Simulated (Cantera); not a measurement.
Input: 1 mol CH3SiCl3, 0.72 mol C2H2, 26 mol H2, equilibrated at 1798.15 K and 12.8 Torr.

These are equilibrium values from Cantera (NASA tables, ideal gas, pure condensed phases), not measurements of a reactor. Candidate condensed phases: C, C6H6, C7H8, C8H18, Si, SiC; 109 gas species. The feed counts by its element totals alone. Equilibrium is a limit: real reactors are often held back by kinetics, nucleation or transport.

Base state: H2 0.897, HCl 0.0989, H 0.00256, SiCl2 0.000808, Cl 0.000216, C2H2 (acetylene) 0.000155, CH4 1.06e-5 (mole fractions); condensed: C(graphite) + SiC(s).

Question: What changes in the equilibrium state with this change: CH3SiCl3 replaced by SiCl4?

Answer: 
```tsv
species	before	after
H2	0.897	0.860
HCl	0.0989	0.136
H	0.00256	0.00251
SiCl2	0.000808	0.00158
SiCl3	5.60e-6	1.53e-5
Cl	0.000216	0.000303
C(graphite), mol	1.45	0.477
SiC(s), mol	0.975	0.954
```
The tables' values for SiCl3 are old estimates; treat these amounts as uncertain.
